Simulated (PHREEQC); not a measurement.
Consider water at 25 °C with 0.01 mol/kgw NaH2PO4 and 9.8e-05 mol/kgw K2HPO4. Closed to the air; pH follows from the charge balance.

All values are PHREEQC results (ion-association model, wateq4f.dat), not measurements.

| quantity | before | after |
|---|---|---|
| pH | 5.13 | 5.69 |
| HPO4-2 (mol/kgw) | 0.000114 | 3.08e-6 |
| H3PO4 (mol/kgw) | 9.76e-6 | 2.92e-8 |
| NaHPO4- (mol/kgw) | 1.48e-6 | 5.72e-10 |

**Question.** Name the change that produced these shifts.
(A) diluted 2-fold with water
(B) K2HPO4 left out
(C) K2HPO4 replaced by KH2PO4 at the same molality
(D) NaH2PO4 from 0.01 to 0.015 mol/kgw
(E) diluted 100-fold with water

**Answer.** E, diluted 100-fold with water

No solid was allowed to form. H3PO4, which wateq4f.dat lacks, is added to it with the constant of phreeqc.dat.
